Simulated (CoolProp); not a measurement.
Vapour-liquid equilibrium of CH2F2 (R32) (1) + R152A (2) at 66.9 kPa; x and y are mole fractions of (1).

Computed with CoolProp (multi-fluid Helmholtz-energy mixture model, Tillner-Roth 1997 and Outcalt 1996; pair parameters Bell 2016).

```csv
x,bubble temperature (°C),y at the bubble point,dew temperature at overall composition x (°C),liquid density (mol/L)
0.05,-35.7,0.163,-33.8,15.92
0.2,-42.2,0.487,-36.4,16.93
0.35,-47.0,0.675,-39.2,17.99
0.5,-50.8,0.794,-42.5,19.12
0.65,-53.9,0.877,-46.3,20.35
0.8,-56.5,0.939,-51.0,21.70
0.95,-58.8,0.986,-57.0,23.19
```

No azeotrope shows between x = 0.05 and 0.95.

Pair parameters are fitted to limited data, so mixtures are less certain than the pure fluids.
